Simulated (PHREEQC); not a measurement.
# Spent oxide etchant

Solution (25 °C): 0.27 mol HF, 0.00092 mol (NH4)2SiF6, 0.0076 mol H3BO3 and 0.00022 mol H2SO4 per kg of water. It is in equilibrium with CO2 at log p = 0 (atm). Otherwise closed; pH follows from the charge balance.

The numbers come from PHREEQC with the ion-association model, phreeqc.dat.

This is a speciation only: nothing precipitates in the calculation.

**Question.** What pH, ionic strength does the model give?

**Answer.** pH 1.69; ionic strength 0.0261 mol/kgw.

**Question.** In which forms is F present?

**Answer.** HF 79 %, BF4- 11 %, HF2- 5.1 %, F- 3.0 %, SiF6-2 2.0 % of the F.

SiF6-2 is the database's only silicon fluoride. Real BF4- forms and hydrolyses slowly; the run takes it at equilibrium.
